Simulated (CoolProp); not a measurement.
Fluorine at 291.41 K and 1.76 MPa is throttled through a valve to 0.737 MPa with no heat exchange. Each further row changes one setting.

The numbers come from the reference Helmholtz-energy equation of state, de Reuck 1990 in CoolProp.

| case | temperature change (K) | final density (kg/m³) |
|---|---|---|
| as stated | ? | ? |
| outlet pressure 0.221 MPa | ? | ? |
| outlet pressure 0.958 MPa | ? | ? |

### Question
Fill in the missing entries.

### Answer

- as stated, temperature change (K): -2.0
- as stated, final density (kg/m³): 11.7
- outlet pressure 0.221 MPa, temperature change (K): -3.1
- outlet pressure 0.221 MPa, final density (kg/m³): 3.51
- outlet pressure 0.958 MPa, temperature change (K): -1.6
- outlet pressure 0.958 MPa, final density (kg/m³): 15.2
